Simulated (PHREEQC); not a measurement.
0.011 g of hydrous ferric oxide (600 m²/g; 0.2 weak and 0.005 strong sites per Fe, Dzombak-Morel constants, diffuse double layer) in 1 kg of water with 0.01 mol/kgw of an inert sodium salt and 6.3e-07 mol PbCl2, at 25 °C; the pH is set by adding NaOH or the inert anion's acid. Oxygen is held at 0.21 atm. CO2 from the air is kept out. No solid was allowed to form.

All values are PHREEQC results (ion-association model, wateq4f.dat), not measurements.

```csv
pH,Pb sorbed (%),surface charge σ (C/m²),surface potential ψ (mV)
3,0.1,0.324,203
3.5,0.7,0.275,197
4,5.0,0.216,185
4.5,24.0,0.161,170
5,56.7,0.114,153
5.5,80.8,0.078,133
6,92.9,0.051,112
6.5,98.3,0.032,88
7,99.7,0.018,63
7.5,100.0,0.009,36
8,100.0,0.002,9
8.5,100.0,-0.004,-19
9,100.0,-0.012,-46
9.5,100.0,-0.023,-73
10,100.0,-0.038,-97
10.5,100.0,-0.062,-120
11,100.0,-0.095,-141
```

The oxide is taken as insoluble; below pH 4 it would dissolve.
